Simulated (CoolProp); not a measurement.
A simple Rankine cycle with isohexane: condensing at 289.15 K, boiler at 0.636 MPa, turbine inlet 549 K, turbine efficiency 0.65, pump efficiency 0.6, no recuperator. Each further row changes one setting.

Values from CoolProp's reference Helmholtz-energy equation of state, Lemmon 2006. It is a short technical equation, of lower accuracy than the large ones.

| case | thermal efficiency (%) | net work (kJ/kg) | heat in (kJ/kg) | turbine exit temperature (K) | volume ratio over the turbine |
|---|---|---|---|---|---|
| as stated | ___ | 109 | 915 | 503.5 | 32.0 |
| condensing temperature 281.15 K | ___ | 120 | 932 | ___ | 45.9 |
| boiler pressure 0.445 MPa | ___ | 99.7 | ___ | 508.7 | ___ |
| turbine efficiency 0.55 | 10.1 | ___ | 915 | 510.2 | 32.5 |

Q: Complete the blanks.

A: 
- as stated, thermal efficiency (%): 12.0
- condensing temperature 281.15 K, thermal efficiency (%): 12.9
- condensing temperature 281.15 K, turbine exit temperature (K): 499.2
- boiler pressure 0.445 MPa, thermal efficiency (%): 10.9
- boiler pressure 0.445 MPa, heat in (kJ/kg): 918
- boiler pressure 0.445 MPa, volume ratio over the turbine: 22.3
- turbine efficiency 0.55, net work (kJ/kg): 92.2
